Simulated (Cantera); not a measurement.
A Cantera script and what it prints.

```python
import numpy as np
import cantera as ct

gas_names = """
    H HO2 H2 H2O H2O2 H2S H2SO4 Mg MgH MgO MgOH MgO2H2 MgS Mg2 O OH O2 O3 S SH SO SO2 SO3 S2 S2O S8
""".split()
cond_names = """
    H2O(s) H2O(L) H2SO4(L) Mg(cr) Mg(L) MgO(s) MgO(L) MgO2H2(s) MgS(s) MgSO4(s) MgSO4(L) S(cr1) S(cr2)
    S(L)
""".split()


def load(file, names, dense=False):
    # The tables refer to 1 bar. Condensed volumes are neglected.
    table = {s.name: s for s in ct.Species.list_from_file(file)}
    out = []
    for n in names:
        d = dict(table[n].input_data)
        d["thermo"] = dict(d["thermo"], **{"reference-pressure": 1e5})
        if dense:
            d["equation-of-state"] = {"model": "constant-volume", "density": "1e6 g/cm^3"}
        out.append(ct.Species.from_dict(d))
    return out


gas = ct.Solution(thermo="ideal-gas", species=load("nasa_gas.yaml", gas_names))
cond = {s.name: ct.Solution(thermo="fixed-stoichiometry", species=[s], name=s.name)
        for s in load("nasa_condensed.yaml", cond_names, dense=True)}
atoms = {
    'MgO': {'Mg': 1, 'O': 1},
    'H2S': {'H': 2, 'S': 1},
    'O2': {'O': 2},
}
top_T = {'MgS(s)': 2250}  # K; cautious upper limits of use, not melting points


def equilibrate(T, P, feed):
    n = {}
    for name, mol in feed.items():
        for a, k in atoms[name].items():
            n[a] = n.get(a, 0.0) + k * mol
    gas.TPX = T, P, n
    mass = sum(n.values()) * gas.mean_molecular_weight
    gas.equilibrate("TP")
    valid = [c for c in cond.values() if c.min_temp <= T <= top_T.get(c.name, c.max_temp)]
    mix = ct.Mixture([(gas, mass / gas.mean_molecular_weight)] + [(c, 0.0) for c in valid])
    mix.T, mix.P = T, P
    mix.equilibrate("TP", solver="vcs", rtol=1e-11, max_steps=5000)
    return mix


results = []
T = 1673.15  # K
P = 1500000  # Pa
for m in [0.094, 0.11, 0.12, 0.13, 0.15, 0.17, 0.19, 0.22, 0.24, 0.27, 0.31, 0.35, 0.39]:
    feed = {'MgO': 1, 'H2S': 1.4, 'O2': m}  # mol
    mix = equilibrate(T, P, feed)
    results.append((T, P, feed, dict(zip(mix.species_names, mix.species_moles))))

top = {s: max(r[3][s] / sum(r[3][g] for g in gas_names) for r in results) for s in gas_names}
cols = sorted((s for s in top if top[s] > 1e-06), key=lambda s: -top[s])[:9]
seen = [c for c in cond_names if any(r[3].get(c, 0) > 1e-12 for r in results)]
print("log10 of partial pressures in bar; condensed amounts in mol")
print(f"{'n(O2)':>10s}" + "".join(f"{s[:9]:>10s}" for s in cols + seen))
for T, P, feed, n in results:
    ng = sum(n[g] for g in gas_names)
    print(f"{feed['O2']:10.4g}" + "".join(f"{np.log10(max(n[s] / ng * P / 1e5, 1e-99)):10.3f}" for s in cols)
          + "".join(f"{n.get(c, 0):10.4g}" for c in seen))
```

It prints:

```
log10 of partial pressures in bar; condensed amounts in mol
     n(O2)       H2S       H2O        S2        H2       SO2        SH       S2O        SO         S    MgO(s)
     0.094     0.897     0.226     0.366     0.480    -2.491    -1.100    -2.286    -2.783    -3.425         1
      0.11     0.885     0.291     0.379     0.461    -2.317    -1.103    -2.190    -2.693    -3.418         1
      0.12     0.877     0.327     0.387     0.450    -2.218    -1.105    -2.134    -2.641    -3.414         1
      0.13     0.869     0.360     0.395     0.438    -2.125    -1.107    -2.082    -2.593    -3.410         1
      0.15     0.852     0.417     0.410     0.414    -1.954    -1.111    -1.986    -2.504    -3.403         1
      0.17     0.836     0.467     0.424     0.390    -1.799    -1.116    -1.898    -2.423    -3.396         1
      0.19     0.818     0.511     0.437     0.366    -1.657    -1.122    -1.816    -2.348    -3.389         1
      0.22     0.791     0.567     0.456     0.330    -1.463    -1.131    -1.705    -2.246    -3.380         1
      0.24     0.772     0.600     0.467     0.305    -1.343    -1.137    -1.637    -2.184    -3.374         1
      0.27     0.744     0.642     0.483     0.269    -1.176    -1.148    -1.542    -2.097    -3.366         1
      0.31     0.704     0.690     0.500     0.220    -0.975    -1.163    -1.428    -1.991    -3.357         1
      0.35     0.663     0.729     0.515     0.172    -0.794    -1.180    -1.327    -1.897    -3.350         1
      0.39     0.621     0.761     0.525     0.125    -0.632    -1.198    -1.238    -1.814    -3.345         1
```

These are equilibrium values from Cantera (NASA tables, ideal gas, pure condensed phases), not measurements of a reactor.
